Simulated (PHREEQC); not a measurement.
1 kg of water holding 0.018 mol KCl, 0.046 mol K2SO4 and 0.0077 mol KHCO3 is evaporated at 25 °C; the solids stay in contact with the brine. CO2 from the air is kept out. Only these solids could form: Arcanite, Kalicinite, Misenite, Sylvite.

The series has 28 steps of water left (kg), from 1 to 0.005013.

Equilibrium calculation in PHREEQC: Pitzer model, pitzer.dat.

Q: Which solids form, in which order, and at which step of the series does each first stand?

A: Arcanite from water left = 0.07809 kg (pH 7.84).
